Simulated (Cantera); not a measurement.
An adiabatic, constant-pressure homogeneous reactor starts with CO : H2 : CH4 : O2 : N2 = 1 : 0.037 : 0.076 : 0.559 : 2.1 (molar parts), at 1775 K and 3.40 bar.

Computed with Cantera and GRI-Mech 3.0 (53 species, 325 reactions).

Question: Predict: time of steepest temperature rise; temperature at 7.00 s; equilibrium temperature; x(CO) at 7.00 s; x(H2) at 7.00 s; x(O) at 7.00 s.

Answer: 
| Item | Value |
|---|---|
| time of steepest temperature rise | 12.8 µs |
| temperature at 7.00 s | 2965 K |
| equilibrium temperature | 2965 K |
| x(CO) at 7.00 s | 0.145 (gas-phase equilibrium 0.145) |
| x(H2) at 7.00 s | 0.00487 (gas-phase equilibrium 0.00487) |
| x(O) at 7.00 s | 0.00938 (gas-phase equilibrium 0.00938) |
